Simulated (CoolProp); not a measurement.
Saturation properties of sulfur hexafluoride (Tc = 45.6 °C, pc = 37.55 bar, ω = 0.210).

The numbers come from the reference Helmholtz-energy equation of state, Guder 2009 in CoolProp.

```
T (°C)  p (bar)  vapour density (kg/m³)
------  -------  ----------------------
-37.05    3.812                   31.51
-28.75    5.143                   42.17
-20.55    6.773                   55.38
-12.25    8.784                   72.10
-3.95     11.21                   93.04
4.35      14.09                   119.4
12.65     17.49                   153.1
20.95     21.46                   197.3
29.25     26.09                   258.5
```
